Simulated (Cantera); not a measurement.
## Thermodynamics of silicon epitaxy and polysilicon growth, feed SiCl4 + H2

A closed system holds: 1 mol SiCl4, 3.3 mol H2.

These are equilibrium values from Cantera (NASA tables, ideal gas, pure condensed phases), not measurements of a reactor. Candidate condensed phases: Si; 19 gas species. The tables' values for SiCl3 are old estimates. Rates play no part.

**Question.** Map the stable condensed phases over T = 752, 802, 852, 902, 952, 1002, 1052, 1102, 1152, 1202, 1252, 1302, 1352, 1402 °C and P in Pa = 100, 350, 1300, 4500, 16000, 56000, 200000.

**Answer.** 
```
T in °C \ P in Pa
            100    350   1300   4500  16000  56000 200000
   1402       A      A      A      A      A      A      A
   1352       A      A      A      A      A      A      A
   1302       A      A      A      A      A      A      A
   1252       A      A      A      A      A      A      A
   1202       A      A      A      A      A      A      A
   1152       A      A      A      A      A      A      A
   1102       A      A      A      A      A      A      A
   1052       A      A      A      A      A      A      A
   1002       A      A      A      A      A      A      A
    952       A      A      A      A      A      A      A
    902       A      A      A      A      A      A      A
    852       A      A      A      A      A      A      A
    802       B      B      B      A      A      A      A
    752       B      B      A      A      A      A      A
```
A: gas only; B: Si.
